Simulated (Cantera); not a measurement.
# Premixed flame

A freely propagating, adiabatic, planar premixed flame of 17.8 % CH₃OH, 20.5 % O₂, 61.7 % N₂, unburnt at 475 K and 1.00 bar; unity-Lewis-number transport, grid criteria slope 0.08 and curve 0.16, no radiation.

Model: GRI-Mech 3.0 (53 species, 325 reactions), integrated in Cantera. GRI-Mech 3.0 was tuned for natural gas; its chemistry of methanol as a main component is partial and can be far from experiment. Unity Lewis numbers drop preferential diffusion, which matters most where H2 and H carry the flame. Burning velocities carry a grid error of a few per cent, more on coarse grids.

| z (mm) | T (K) | u (m/s) | x CH₃OH | x O₂ | x O | x CO₂ | x N₂O | x C₂H₆ |
|---|---|---|---|---|---|---|---|---|
| -0.913 | 475 | 0.811 | 0.178 | 0.205 | <1e-8 | 1.27e-5 | <1e-8 | <1e-8 |
| -0.609 | 479 | 0.818 | 0.178 | 0.205 | <1e-8 | 0.000122 | <1e-8 | <1e-8 |
| -0.457 | 490 | 0.838 | 0.176 | 0.203 | <1e-8 | 0.000462 | <1e-8 | 2.32e-8 |
| -0.304 | 565 | 0.974 | 0.166 | 0.194 | <1e-8 | 0.00273 | <1e-8 | 1.37e-7 |
| -0.152 | 971 | 1.77 | 0.109 | 0.143 | <1e-8 | 0.0157 | 1.55e-8 | 7.86e-7 |
| -0.0761 | 1382 | 2.66 | 0.0508 | 0.0911 | 5.26e-6 | 0.0288 | 2.84e-8 | 1.41e-6 |
| 0 | 1799 | 3.66 | 0.00380 | 0.0419 | 0.000790 | 0.0437 | 3.78e-8 | 9.32e-7 |
| 0.0761 | 1930 | 3.94 | 5.59e-6 | 0.0187 | 0.00369 | 0.0581 | 3.84e-8 | <1e-8 |
| 0.152 | 1982 | 4.03 | <1e-8 | 0.0120 | 0.00439 | 0.0674 | 3.95e-8 | <1e-8 |
| 0.304 | 2051 | 4.15 | <1e-8 | 0.00854 | 0.00371 | 0.0748 | 3.76e-8 | <1e-8 |
| 0.609 | 2134 | 4.28 | <1e-8 | 0.00602 | 0.00254 | 0.0782 | 3.51e-8 | <1e-8 |
| 1.22 | 2217 | 4.42 | <1e-8 | 0.00373 | 0.00146 | 0.0802 | 3.28e-8 | <1e-8 |
| 2.44 | 2282 | 4.52 | <1e-8 | 0.00199 | 0.000727 | 0.0820 | 3.03e-8 | <1e-8 |
x: mole fraction of selected species; z is measured from the peak of heat release.

```json
{
 "laminar_burning_velocity": "81.0 cm/s",
 "thermal_thickness": "0.304 mm",
 "peak x(O)": "0.00440",
 "peak x(C₂H₆)": "1.57e-6",
 "grid_points": "144"
}
```
